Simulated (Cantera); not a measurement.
Input (Python, Cantera):

```python
import numpy as np
import cantera as ct

gas = ct.Solution("gri30.yaml")
gas.TPX = 900, 11000, {'CO': 0.0015, 'O2': 0.0053, 'H2O': 0.012, 'N2': 1}
reactor = ct.IdealGasConstPressureReactor(gas, energy="off", clone=False)
net = ct.ReactorNet([reactor])
net.rtol, net.atol = 1e-08, 1e-18
show = ['CO', 'O2', 'H2O', 'HO2', 'NO', 'H2O2', 'N2O']
times = np.geomspace(7e-05, 300, 10)

steps = ct.SolutionArray(gas, extra=["t"])
rows = []
print(f"{'t/s':>10s}{'T/K':>9s}{'P/Pa':>11s}" + "".join(f"{s:>11s}" for s in show))
for t in times:
    while net.time < t:
        t_next = net.step()
        steps.append(gas.state, t=t_next)
    rows.append([np.interp(t, steps.t, y) for y in (steps.T, steps.P, *steps(*show).X.T)])
    print(f"{t:10.3e}{rows[-1][0]:9.1f}{rows[-1][1]:11.4g}" + "".join(f"{x:11.3e}" for x in rows[-1][2:]))
rate = np.gradient(steps.T, steps.t)
print("integrator steps:", len(steps.t))
if steps.T.max() > steps.T[0] + 200:
    print(f"time of steepest temperature rise: {steps.t[rate.argmax()]:.4e} s")
gas.TPX = 900, 11000, {'CO': 0.0015, 'O2': 0.0053, 'H2O': 0.012, 'N2': 1}
gas.equilibrate("TP")
print(f"equilibrium (TP): T = {gas.T:.1f} K  " + "  ".join(f"{s} {gas[s].X[0]:.3e}" for s in show))
```

It prints:

```
       t/s      T/K       P/Pa         CO         O2        H2O        HO2         NO       H2O2        N2O
 7.000e-05    900.0    1.1e+04  1.472e-03  5.202e-03  1.178e-02  1.213e-17  1.468e-29  3.811e-25  1.857e-22
 3.819e-04    900.0    1.1e+04  1.472e-03  5.202e-03  1.178e-02  6.634e-17  4.436e-28  1.015e-23  4.454e-21
 2.084e-03    900.0    1.1e+04  1.472e-03  5.202e-03  1.178e-02  4.123e-16  1.649e-26  3.090e-22  1.238e-19
 1.137e-02    900.0    1.1e+04  1.472e-03  5.202e-03  1.178e-02  1.903e-14  5.677e-25  4.353e-20  3.532e-18
 6.204e-02    900.0    1.1e+04  1.472e-03  5.202e-03  1.178e-02  2.758e-12  2.481e-23  3.263e-17  1.406e-16
 3.385e-01    900.0    1.1e+04  1.472e-03  5.202e-03  1.178e-02  1.462e-08  1.733e-17  5.012e-12  5.892e-13
 1.847e+00    900.0    1.1e+04  3.056e-04  4.627e-03  1.177e-02  2.959e-07  7.863e-10  1.745e-08  8.557e-09
 1.008e+01    900.0    1.1e+04  1.210e-05  4.475e-03  1.179e-02  4.933e-08  8.163e-10  5.066e-09  1.288e-08
 5.498e+01    900.0    1.1e+04  2.626e-07  4.469e-03  1.179e-02  1.494e-09  8.012e-10  3.523e-10  1.353e-08
 3.000e+02    900.0    1.1e+04  3.525e-09  4.469e-03  1.179e-02  4.166e-11  8.422e-10  2.103e-11  1.358e-08
integrator steps: 1365
equilibrium (TP): T = 900.0 K  CO 9.302e-14  O2 4.469e-03  H2O 1.179e-02  HO2 1.735e-12  NO 1.511e-06  H2O2 1.779e-13  N2O 5.161e-11
```

Detailed kinetics in Cantera: GRI-Mech 3.0 (53 species, 325 reactions).
